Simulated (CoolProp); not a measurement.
Hexamethyldisiloxane (MM) at several states: density (kg/m³) from the reference equation and from simpler models built on Tc = 518.7 K, pc = 1931 kPa, ω = 0.418; each cubic takes its own stable root.

The numbers come from the reference Helmholtz-energy equation of state, Thol 2016 in CoolProp.

```
T (K)  p (kPa)          phase  reference
-----  -------  -------------  ---------
582.9     2500  supercritical      126.3
428.3     9920         liquid      644.6
292       1430         liquid      768.1
465        242            gas      10.92
291.8      122         liquid      766.4
405.5      113            gas      5.740
```

Q: How far does each simpler model (van der Waals, Redlich-Kwong, Peng-Robinson) lie from the reference over these 6 states: mean and median of the absolute difference, and the worst?

A: 
- van der Waals: mean 21.3 %, median 22.0 %, worst -40.1 % at 291.8 K and 122 kPa
- Redlich-Kwong: mean 6.5 %, median 7.4 %, worst -11.4 % at 291.8 K and 122 kPa
- Peng-Robinson: mean 3.2 %, median 3.1 %, worst +7.7 % at 428.3 K and 9920 kPa
